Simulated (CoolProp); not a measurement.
Vapour-liquid equilibrium of CH2F2 (R32) (1) + R152A (2) at 0.0304 MPa; x and y are mole fractions of (1).

Values from CoolProp's multi-fluid Helmholtz-energy mixture model, Tillner-Roth 1997 and Outcalt 1996; pair parameters Bell 2016.

| x | bubble temperature (K) | y at the bubble point | dew temperature at overall composition x (K) | liquid density (mol/L) |
|---|---|---|---|---|
| 0.05 | 222.3 | 0.182 | 224.3 | 16.39 |
| 0.15 | 217.9 | 0.432 | 222.8 | 17.08 |
| 0.25 | 214.4 | 0.592 | 221.2 | 17.78 |
| 0.35 | 211.6 | 0.703 | 219.4 | 18.51 |
| 0.45 | 209.2 | 0.782 | 217.5 | 19.27 |
| 0.55 | 207.2 | 0.843 | 215.4 | 20.08 |
| 0.65 | 205.4 | 0.890 | 213.0 | 20.93 |
| 0.75 | 203.8 | 0.929 | 210.2 | 21.84 |
| 0.85 | 202.4 | 0.960 | 206.9 | 22.81 |
| 0.95 | 201.1 | 0.988 | 202.9 | 23.85 |

No azeotrope shows between x = 0.05 and 0.95.

Pair parameters are fitted to limited data, so mixtures are less certain than the pure fluids.
